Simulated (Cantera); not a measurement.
Input: 1 mol Cu, 1.5 mol F₂, 44 mol N₂, held at 10000 Pa.

These are equilibrium values from Cantera (NASA tables, ideal gas, pure condensed phases), not measurements of a reactor. Candidate condensed phases: Cu, CuF₂; 11 gas species. Kinetics and transport are ignored. All values below are at 648 K.

Base state: N₂ 0.992, NF₃ 0.00684, F₂ 0.00103, F 4.77e-5 (mole fractions); condensed: CuF₂(s).

Q: What changes in the equilibrium state with this change: F₂ from 1.5 to 7.6 mol?

A: 
| species | before | after |
|---|---|---|
| N₂ | 0.992 | 0.903 |
| NF₃ | 0.00684 | 0.0908 |
| F₂ | 0.00103 | 0.00598 |
| F | 4.77e-5 | 0.000115 |
| CuF₂(s), mol | 1.00 | 1.00 |
